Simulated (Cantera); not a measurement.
Input (Python, Cantera) and output of one run.

```python
import numpy as np
import cantera as ct

gas_names = """
    Ca CaCL CaCL2 CaO Ca2 CL CLO CL2 N NO NO2 NO3 N2 N2O O O2 O3
""".split()
cond_names = """
    Ca(a) Ca(b) Ca(L) CaCL2(s) CaCL2(L) CaO(s) CaO(L)
""".split()


# ... load() reads the species with a 1 bar reference pressure and builds the phases ...
atoms = {
    'CaCl2': {'Ca': 1, 'CL': 2},
    'O2': {'O': 2},
    'N2': {'N': 2},
}
top_T = {}  # K; cautious upper limits of use, not melting points


# ... equilibrate(T, P, feed) seeds the gas with the atoms and calls Mixture.equilibrate('TP', solver="vcs", rtol=1e-11, max_steps=5000) ...
results = []
feed = {'CaCl2': 1, 'O2': 9, 'N2': 240}  # mol
P = 0.52  # Pa
for T in [1048, 1098, 1148, 1198, 1248, 1298, 1348, 1398, 1448, 1498, 1548, 1598, 1648, 1698]:
    mix = equilibrate(T, P, feed)
    results.append((T, P, feed, dict(zip(mix.species_names, mix.species_moles))))
    x = sorted(zip(gas.X, gas.species_names), reverse=True)
    print(f"T = {T:g} K  P = {P:g} Pa  gas = {mix.phase_moles(0):.4g} mol")
    print("   x: " + "  ".join(f"{s} {v:.3e}" for v, s in x if v > 0.001))
    print("   condensed (mol): " + ("  ".join(f"{mix.phase(i).name} {mix.phase_moles(i):.4g}"
          for i in range(1, mix.n_phases) if mix.phase_moles(i) > 1e-12) or "none"))
```

It prints:

```
T = 1048 K  P = 0.52 Pa  gas = 250.1 mol
   x: N2 9.595e-01  O2 3.543e-02  CaCL2 2.916e-03  CL 2.089e-03
   condensed (mol): CaO(s) 0.2708
T = 1098 K  P = 0.52 Pa  gas = 250.2 mol
   x: N2 9.594e-01  O2 3.531e-02  CaCL2 2.702e-03  CL 2.560e-03
   condensed (mol): CaO(s) 0.3241
T = 1148 K  P = 0.52 Pa  gas = 250.2 mol
   x: N2 9.592e-01  O2 3.518e-02  CL 3.054e-03  CaCL2 2.463e-03
   condensed (mol): CaO(s) 0.3838
T = 1198 K  P = 0.52 Pa  gas = 250.2 mol
   x: N2 9.591e-01  O2 3.503e-02  CL 3.559e-03  CaCL2 2.214e-03
   condensed (mol): CaO(s) 0.446
T = 1248 K  P = 0.52 Pa  gas = 250.3 mol
   x: N2 9.590e-01  O2 3.488e-02  CL 4.059e-03  CaCL2 1.965e-03
   condensed (mol): CaO(s) 0.5083
T = 1298 K  P = 0.52 Pa  gas = 250.3 mol
   x: N2 9.588e-01  O2 3.473e-02  CL 4.543e-03  CaCL2 1.723e-03
   condensed (mol): CaO(s) 0.5687
T = 1348 K  P = 0.52 Pa  gas = 250.3 mol
   x: N2 9.587e-01  O2 3.457e-02  CL 4.999e-03  CaCL2 1.495e-03
   condensed (mol): CaO(s) 0.6257
T = 1398 K  P = 0.52 Pa  gas = 250.3 mol
   x: N2 9.585e-01  O2 3.440e-02  CL 5.417e-03  CaCL2 1.286e-03
   condensed (mol): CaO(s) 0.6782
T = 1448 K  P = 0.52 Pa  gas = 250.4 mol
   x: N2 9.583e-01  O2 3.421e-02  CL 5.793e-03  CaCL2 1.097e-03
   condensed (mol): CaO(s) 0.7253
T = 1498 K  P = 0.52 Pa  gas = 250.4 mol
   x: N2 9.581e-01  O2 3.398e-02  CL 6.124e-03
   condensed (mol): CaO(s) 0.7668
T = 1548 K  P = 0.52 Pa  gas = 250.5 mol
   x: N2 9.578e-01  O2 3.368e-02  CL 6.409e-03
   condensed (mol): CaO(s) 0.8025
T = 1598 K  P = 0.52 Pa  gas = 250.6 mol
   x: N2 9.574e-01  O2 3.327e-02  CL 6.650e-03  O 1.133e-03
   condensed (mol): CaO(s) 0.8328
T = 1648 K  P = 0.52 Pa  gas = 250.7 mol
   x: N2 9.569e-01  O2 3.267e-02  CL 6.848e-03  O 2.007e-03  NO 1.028e-03
   condensed (mol): CaO(s) 0.8576
T = 1698 K  P = 0.52 Pa  gas = 250.9 mol
   x: N2 9.560e-01  O2 3.180e-02  CL 7.006e-03  O 3.422e-03  NO 1.234e-03
   condensed (mol): CaO(s) 0.8764
```

Method: chemical equilibrium by Gibbs-energy minimisation in Cantera with the NASA 1993 tables (ideal gas, pure condensed phases). Condensed phases not in the tables: oxide chlorides.
